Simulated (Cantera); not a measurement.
Charge: 1 mol Fe3O4, 0.49 mol C, a varied amount of H2, held at 2150 K and 0.443 Torr.

These are equilibrium values from Cantera (NASA tables, ideal gas, pure condensed phases), not measurements of a reactor. Candidate condensed phases: C, C6H6, C7H8, C8H18, Fe, Fe(CO)5, FeO, Fe(OH)2, Fe(OH)3, Fe2O3, Fe3O4, H2O; 114 gas species. The tables' stoichiometric FeO is somewhat more stable than real wüstite, so its field is too wide. FeO: taken at fixed stoichiometry. The numbers say what is thermodynamically allowed, not how fast it happens.

Question: Which condensed phases are stable at each of these points (n(H2) (mol)): 0.2, 0.29, 0.44, 0.66, 1, 1.5, 2.3, 3.4, 5.1, 7.7, 12?

Answer: 
```csv
n(H2) (mol),condensed phases,Fe condensed (%)
0.2,FeO(l),92.9
0.29,FeO(l),91.1
0.44,FeO(l),87.7
0.66,FeO(l),82.1
1,FeO(l),72.6
1.5,FeO(l),57.9
2.3,FeO(l),34.0
3.4,FeO(l),0.6
5.1,gas only,0.0
7.7,gas only,0.0
12,gas only,0.0
```

From 0.2 mol H2 to 3.4 mol H2 the condensed part is FeO(l). From 5.1 mol H2 to 12 mol H2 nothing is condensed.
